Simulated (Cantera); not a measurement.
**Thermodynamics of fluorocarbon and chlorocarbon gases, feed C2F6 + HCl**

A closed system holds: 1 mol C2F6, 0.21 mol HCl, equilibrated at 2.90 Pa.

These are equilibrium values from Cantera (NASA tables, ideal gas, pure condensed phases), not measurements of a reactor. Candidate condensed phases: C, C6H6, C7H8, C8H18; 118 gas species. The feed counts by its element totals alone. Gases not in the tables: C2F6 and larger saturated fluorocarbons. Rates play no part.

From 1050 K to 1350 K the condensed part is C(graphite). The main C-bearing gas is CF4 throughout.

```tsv
T (K)	x CF4	x HF	x Cl	x Cl2	x HCl	x CClF3	n C(graphite)
1050	0.813	0.108	0.0288	0.0384	0.0101	0.00212	0.547
1075	0.808	0.109	0.0380	0.0344	0.00836	0.00197	0.548
1100	0.804	0.110	0.0485	0.0297	0.00685	0.00179	0.549
1125	0.798	0.110	0.0597	0.0245	0.00551	0.00160	0.549
1150	0.793	0.111	0.0707	0.0193	0.00435	0.00139	0.550
1175	0.789	0.111	0.0809	0.0145	0.00336	0.00118	0.550
1200	0.785	0.111	0.0895	0.0104	0.00256	0.000987	0.551
1225	0.782	0.112	0.0963	0.00722	0.00192	0.000810	0.551
1250	0.780	0.112	0.101	0.00489	0.00143	0.000657	0.551
1275	0.778	0.112	0.105	0.00326	0.00106	0.000530	0.552
1300	0.777	0.112	0.107	0.00217	0.000784	0.000427	0.552
1325	0.776	0.112	0.109	0.00144	0.000584	0.000345	0.552
1350	0.775	0.112	0.110	0.000964	0.000437	0.000279	0.552
```
x: gas mole fraction; n: condensed amount in mol.
